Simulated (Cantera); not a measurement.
Charge: 1 mol MgO, 1.3 mol H2S, 0.062 mol H2O, at 1598.15 K and 0.920 bar.

Equilibrium computed with Cantera from the NASA thermochemical tables; the gas is ideal and each condensed phase is pure. Candidate condensed phases: H2O, H2SO4, Mg, MgO, Mg(OH)2, MgS, MgSO4, S; 26 gas species. Mutual solubility and eutectic melting of coexisting phases are not modelled. The numbers say what is thermodynamically allowed, not how fast it happens.

Base state: H2 0.377, H2S 0.363, S2 0.187, H2O 0.0672, SH 0.00619, S2O 0.000106, SO 8.18e-5, SO2 6.09e-5 (mole fractions); condensed: MgO(s) + MgS(s).

What changes in the equilibrium state with this change: H2O from 0.062 to 2.6 mol?


| species | before | after |
|---|---|---|
| H2O | 0.0672 | 0.581 |
| H2 | 0.377 | 0.198 |
| H2S | 0.363 | 0.125 |
| SO2 | 6.09e-5 | 0.0108 |
| S2 | 0.187 | 0.0802 |
| SO | 8.18e-5 | 0.000881 |
| S2O | 0.000106 | 0.000751 |
| SH | 0.00619 | 0.00295 |
| S | 5.34e-5 | 3.50e-5 |
| H | 3.41e-5 | 2.48e-5 |
| MgO(s), mol | 0.949 | 1.000 |
| MgS(s), mol | 0.0515 | 0 |
